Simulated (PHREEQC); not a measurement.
Model water analysis in mmol/kgw, 5.6 °C, pH 3.88, pe 8.1:

```csv
constituent,mmol/kgw
Na,9.51
K,1.55
Ca,0.461
Mg,0.542
Cl,1.66
S(6),10.4
Al,3.98
Mn(2),0.033
Pb,0.0106
Fe(3),0.00201
```

Cl is adjusted to close the charge balance.
Valence states are taken as typed.

All values are PHREEQC results (ion-association model, phreeqc.dat), not measurements.

Q: The ionic strength comes out as 0.0281 mol/kgw. What activity coefficients do HSO4-, KSO4-, Al+3, Mg+2, SO4-2 get?

A: HSO4- 0.86, KSO4- 0.86, Al+3 0.32, Mg+2 0.56, SO4-2 0.55.

Precipitation was switched off in this run. The solution is supersaturated, for example in Jarosite-K, Hematite (slow to form), so a real one may precipitate; this is no full list. At this temperature some constants are extrapolated from 25 °C, and those without enthalpy data are left unchanged.
